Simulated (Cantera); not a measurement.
A Cantera script and its output.

```python
import numpy as np
import cantera as ct

gas = ct.Solution("gri30.yaml")
gas.TPX = 700, 100000, {'C3H8': 1, 'O2': 4.17, 'N2': 15.7}
flame = ct.FreeFlame(gas, width=0.04)
flame.set_refine_criteria(ratio=3, slope=0.08, curve=0.16)
flame.transport_model = "mixture-averaged"
flame.solve(loglevel=0, auto=True)
flame.transport_model = "multicomponent"
flame.soret_enabled = False
flame.solve(loglevel=0, refine_grid=True)
z, T = flame.grid, flame.T
thick = (T[-1] - T[0]) / np.gradient(T, z).max()
show = ['C3H8', 'O2', 'HO2', 'CH2CO', 'N2O', 'NO']
print(f"laminar burning velocity  {flame.velocity[0] * 100:.3f} cm/s")
print(f"burnt temperature         {T[-1]:.1f} K")
print(f"thermal thickness         {thick * 1e3:.4f} mm")
print(f"grid points               {len(z)}")
z0 = z[flame.heat_release_rate.argmax()]
print(f"{'z/mm':>9s}{'T/K':>9s}{'u/(m/s)':>9s}" + "".join(f"{s:>11s}" for s in show))
rows = []
for k in (-3, -2, -1.5, -1, -0.5, -0.25, 0, 0.25, 0.5, 1, 2, 4, 8):
    zz = z0 + k * thick
    rows.append([k * thick, np.interp(zz, z, T), np.interp(zz, z, flame.velocity),
                 *(np.interp(zz, z, flame.X[gas.species_index(s)]) for s in show)])
    print(f"{rows[-1][0] * 1e3:9.3f}{rows[-1][1]:9.1f}{rows[-1][2]:9.3f}" + "".join(f"{x:11.3e}" for x in rows[-1][3:]))
```

It prints:

```
laminar burning velocity  208.170 cm/s
burnt temperature         2444.9 K
thermal thickness         0.2471 mm
grid points               144
     z/mm      T/K  u/(m/s)       C3H8         O2        HO2      CH2CO        N2O         NO
   -0.741    700.1    2.085  4.785e-02  1.995e-01  1.077e-07  8.866e-09  2.235e-13  4.570e-10
   -0.494    701.3    2.095  4.771e-02  1.987e-01  1.556e-06  2.238e-07  3.225e-12  6.809e-09
   -0.371    706.3    2.118  4.751e-02  1.974e-01  7.301e-06  1.653e-06  2.312e-11  3.438e-08
   -0.247    744.5    2.254  4.671e-02  1.919e-01  3.719e-05  2.205e-05  2.466e-10  2.594e-07
   -0.124   1057.6    3.315  3.443e-02  1.577e-01  1.378e-04  4.870e-04  3.962e-09  2.653e-06
   -0.062   1449.9    4.725  1.148e-02  1.127e-01  3.220e-04  1.570e-03  1.259e-08  7.019e-06
    0.000   1839.7    6.159  3.905e-04  6.357e-02  1.716e-04  1.528e-03  2.891e-08  1.615e-05
    0.062   2039.4    6.868  7.215e-07  3.291e-02  2.434e-05  3.746e-04  4.501e-08  3.059e-05
    0.124   2099.9    7.061  1.959e-10  1.925e-02  5.726e-06  3.922e-05  5.568e-08  4.376e-05
    0.247   2135.4    7.143  2.302e-15  1.149e-02  3.003e-06  2.306e-07  5.890e-08  5.652e-05
    0.494   2174.0    7.236  8.123e-18  8.860e-03  2.333e-06  5.763e-11  5.563e-08  6.552e-05
    0.988   2223.4    7.373 -1.720e-17  7.386e-03  1.885e-06  2.179e-15  5.526e-08  7.752e-05
    1.977   2285.8    7.547 -3.062e-17  5.694e-03  1.408e-06 -7.387e-16  5.671e-08  9.893e-05
```

Detailed kinetics in Cantera: GRI-Mech 3.0 (53 species, 325 reactions). GRI-Mech 3.0 was tuned for natural gas; its chemistry of propane as a main component is partial and can be far from experiment. Burning velocities carry a grid error of a few per cent, more on coarse grids.
